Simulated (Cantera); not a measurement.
A Cantera script and what it prints.

```python
import numpy as np
import cantera as ct

gas_names = """
    CL CL2 H HCL H2 Si SiCL SiCL2 SiCL3 SiCL4 SiH SiHCL3 SiH2 SiH2CL2 SiH3 SiH3CL SiH4 Si2 Si3
""".split()
cond_names = """
    Si(cr) Si(L)
""".split()


def load(file, names, dense=False):
    # The tables refer to 1 bar. Condensed volumes are neglected.
    table = {s.name: s for s in ct.Species.list_from_file(file)}
    out = []
    for n in names:
        d = dict(table[n].input_data)
        d["thermo"] = dict(d["thermo"], **{"reference-pressure": 1e5})
        if dense:
            d["equation-of-state"] = {"model": "constant-volume", "density": "1e6 g/cm^3"}
        out.append(ct.Species.from_dict(d))
    return out


gas = ct.Solution(thermo="ideal-gas", species=load("nasa_gas.yaml", gas_names))
cond = {s.name: ct.Solution(thermo="fixed-stoichiometry", species=[s], name=s.name)
        for s in load("nasa_condensed.yaml", cond_names, dense=True)}
atoms = {
    'SiHCl3': {'Si': 1, 'H': 1, 'CL': 3},
    'H2': {'H': 2},
}
top_T = {}  # K; cautious upper limits of use, not melting points


def equilibrate(T, P, feed):
    n = {}
    for name, mol in feed.items():
        for a, k in atoms[name].items():
            n[a] = n.get(a, 0.0) + k * mol
    gas.TPX = T, P, n
    mass = sum(n.values()) * gas.mean_molecular_weight
    gas.equilibrate("TP")
    valid = [c for c in cond.values() if c.min_temp <= T <= top_T.get(c.name, c.max_temp)]
    mix = ct.Mixture([(gas, mass / gas.mean_molecular_weight)] + [(c, 0.0) for c in valid])
    mix.T, mix.P = T, P
    mix.equilibrate("TP", solver="vcs", rtol=1e-11, max_steps=5000)
    return mix


results = []
feed = {'SiHCl3': 1, 'H2': 400}  # mol
P = 25000  # Pa
for T in [2148, 2198, 2248, 2298, 2348, 2398, 2448, 2498, 2548]:
    mix = equilibrate(T, P, feed)
    results.append((T, P, feed, dict(zip(mix.species_names, mix.species_moles))))

top = {s: max(r[3][s] / sum(r[3][g] for g in gas_names) for r in results) for s in gas_names}
cols = sorted((s for s in top if top[s] > 0.0001), key=lambda s: -top[s])[:9]
seen = [c for c in cond_names if any(r[3].get(c, 0) > 1e-12 for r in results)]
print("log10 of partial pressures in bar; condensed amounts in mol")
print(f"{'T/K':>10s}" + "".join(f"{s[:9]:>10s}" for s in cols + seen))
for T, P, feed, n in results:
    ng = sum(n[g] for g in gas_names)
    print(f"{T:10.4g}" + "".join(f"{np.log10(max(n[s] / ng * P / 1e5, 1e-99)):10.3f}" for s in cols)
          + "".join(f"{n.get(c, 0):10.4g}" for c in seen))
```

It prints:

```
log10 of partial pressures in bar; condensed amounts in mol
       T/K        H2         H       HCL        Si       SiH        CL      SiH2     SiCL2     Si(L)
      2148    -0.609    -2.685    -2.749    -3.658    -4.271    -4.960    -4.243    -4.581    0.3901
      2198    -0.611    -2.560    -2.752    -3.442    -4.100    -4.838    -4.141    -4.606   0.07754
      2248    -0.613    -2.440    -2.750    -3.376    -4.076    -4.718    -4.183    -4.762         0
      2298    -0.615    -2.326    -2.749    -3.352    -4.092    -4.603    -4.263    -4.952         0
      2348    -0.617    -2.217    -2.749    -3.333    -4.113    -4.494    -4.344    -5.140         0
      2398    -0.620    -2.113    -2.751    -3.319    -4.137    -4.391    -4.426    -5.327         0
      2448    -0.624    -2.013    -2.755    -3.308    -4.162    -4.293    -4.508    -5.510         0
      2498    -0.628    -1.917    -2.759    -3.299    -4.190    -4.199    -4.590    -5.690         0
      2548    -0.633    -1.826    -2.765    -3.293    -4.218    -4.110    -4.672    -5.867         0
```

Method: chemical equilibrium by Gibbs-energy minimisation in Cantera with the NASA 1993 tables (ideal gas, pure condensed phases). The tables' values for SiCl are old estimates; treat these amounts as uncertain. Gases not in the tables: Si2H6 and higher silanes.
